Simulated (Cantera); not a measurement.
A Cantera script and what it prints.

```python
import numpy as np
import cantera as ct

gas_names = """
    AL ALO ALO2 AL2 AL2O AL2O2 O O2 O3 Si SiO SiO2 Si2 Si3
""".split()
cond_names = """
    AL(cr) AL(L) AL2O3(a) AL2O3(L) AL2SiO5(an) AL6Si2O13(s) Si(cr) Si(L) SiO2(Lqz) SiO2(hqz) SiO2(L)
""".split()


# ... load() reads the species with a 1 bar reference pressure and builds the phases ...
atoms = {
    'SiO2': {'Si': 1, 'O': 2},
    'Al2O3': {'AL': 2, 'O': 3},
    'O2': {'O': 2},
}
top_T = {'AL2SiO5(an)': 2000, 'AL6Si2O13(s)': 2100}  # K; cautious upper limits of use, not melting points


# ... equilibrate(T, P, feed) seeds the gas with the atoms and calls Mixture.equilibrate('TP', solver="vcs", rtol=1e-11, max_steps=5000) ...
results = []
feed = {'SiO2': 1, 'Al2O3': 0.49, 'O2': 5}  # mol
P = 13000  # Pa
for T in [775, 875, 975, 1075, 1175, 1275, 1375, 1475, 1575, 1675, 1775]:
    mix = equilibrate(T, P, feed)
    results.append((T, P, feed, dict(zip(mix.species_names, mix.species_moles))))
    x = sorted(zip(gas.X, gas.species_names), reverse=True)
    print(f"T = {T:g} K  P = {P:g} Pa  gas = {mix.phase_moles(0):.4g} mol")
    print("   x: " + "  ".join(f"{s} {v:.3e}" for v, s in x if v > 0.0001))
    print("   condensed (mol): " + ("  ".join(f"{mix.phase(i).name} {mix.phase_moles(i):.4g}"
          for i in range(1, mix.n_phases) if mix.phase_moles(i) > 1e-12) or "none"))
```

It prints:

```
T = 775 K  P = 13000 Pa  gas = 5 mol
   x: O2 1.000e+00
   condensed (mol): AL2SiO5(an) 0.49  SiO2(Lqz) 0.51
T = 875 K  P = 13000 Pa  gas = 5 mol
   x: O2 1.000e+00
   condensed (mol): AL2SiO5(an) 0.49  SiO2(hqz) 0.51
T = 975 K  P = 13000 Pa  gas = 5 mol
   x: O2 1.000e+00
   condensed (mol): AL2SiO5(an) 0.49  SiO2(hqz) 0.51
T = 1075 K  P = 13000 Pa  gas = 5 mol
   x: O2 1.000e+00
   condensed (mol): AL2SiO5(an) 0.49  SiO2(hqz) 0.51
T = 1175 K  P = 13000 Pa  gas = 5 mol
   x: O2 1.000e+00
   condensed (mol): AL2SiO5(an) 0.49  SiO2(hqz) 0.51
T = 1275 K  P = 13000 Pa  gas = 5 mol
   x: O2 1.000e+00
   condensed (mol): AL6Si2O13(s) 0.1633  SiO2(hqz) 0.6733
T = 1375 K  P = 13000 Pa  gas = 5 mol
   x: O2 1.000e+00
   condensed (mol): AL6Si2O13(s) 0.1633  SiO2(hqz) 0.6733
T = 1475 K  P = 13000 Pa  gas = 5 mol
   x: O2 1.000e+00
   condensed (mol): AL6Si2O13(s) 0.1633  SiO2(hqz) 0.6733
T = 1575 K  P = 13000 Pa  gas = 5 mol
   x: O2 1.000e+00
   condensed (mol): AL6Si2O13(s) 0.1633  SiO2(hqz) 0.6733
T = 1675 K  P = 13000 Pa  gas = 5 mol
   x: O2 9.999e-01
   condensed (mol): AL6Si2O13(s) 0.1633  SiO2(hqz) 0.6733
T = 1775 K  P = 13000 Pa  gas = 5.001 mol
   x: O2 9.997e-01  O 2.655e-04
   condensed (mol): AL6Si2O13(s) 0.1633  SiO2(L) 0.6733
```

These are equilibrium values from Cantera (NASA tables, ideal gas, pure condensed phases), not measurements of a reactor. Mutual solubility and eutectic melting of coexisting phases are not modelled. The tables hold silica as quartz up to 1696 K and as liquid above; real silica turns to tridymite and cristobalite and melts near 1996 K. Condensed phases not in the tables: alloys, solid solutions and most ternary compounds.
